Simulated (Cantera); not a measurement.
Cantera run:

```python
import numpy as np
import cantera as ct

gas_names = [...]  # 110 gases of nasa_gas.yaml made of C, H, O
cond_names = """
    C(gr) C6H6(L) C7H8(L) C8H18(L),n-octa H2O(s) H2O(L)
""".split()


# ... load() reads the species with a 1 bar reference pressure and builds the phases ...
atoms = {
    'C2H6': {'C': 2, 'H': 6},
    'H2O': {'H': 2, 'O': 1},
}
top_T = {'C(gr)': 4500}  # K; cautious upper limits of use, not melting points


# ... equilibrate(T, P, feed) seeds the gas with the atoms and calls Mixture.equilibrate('TP', solver="vcs", rtol=1e-11, max_steps=5000) ...
results = []
feed = {'C2H6': 1, 'H2O': 0.03}  # mol
T = 2823.15  # K
P = 10000  # Pa
mix = equilibrate(T, P, feed)
results.append((T, P, feed, dict(zip(mix.species_names, mix.species_moles))))
x = sorted(zip(gas.X, gas.species_names), reverse=True)
print(f"T = {T:g} K  P = {P:g} Pa  gas = {mix.phase_moles(0):.4g} mol")
print("   x: " + "  ".join(f"{s} {v:.3e}" for v, s in x if v > 1e-06))
print("   condensed (mol): " + ("  ".join(f"{mix.phase(i).name} {mix.phase_moles(i):.4g}"
      for i in range(1, mix.n_phases) if mix.phase_moles(i) > 1e-12) or "none"))
```

Output:

```
T = 2823.15 K  P = 10000 Pa  gas = 3.479 mol
   x: H2 7.243e-01  H 2.387e-01  C2H2,acetylene 2.609e-02  CO 8.623e-03  C2H 1.128e-03  C3 4.188e-04  C4H2 3.914e-04  C 8.470e-05  C2H2,vinylidene 5.326e-05  C2 4.108e-05  CH3 2.736e-05  CH2 2.027e-05  CH 1.396e-05  C6H2 6.206e-06  CH4 4.999e-06  C5 4.338e-06  C3H3,propargyl 2.450e-06  C2H3,vinyl 1.821e-06
   condensed (mol): C(gr) 1.769
```

These are equilibrium values from Cantera (NASA tables, ideal gas, pure condensed phases), not measurements of a reactor.
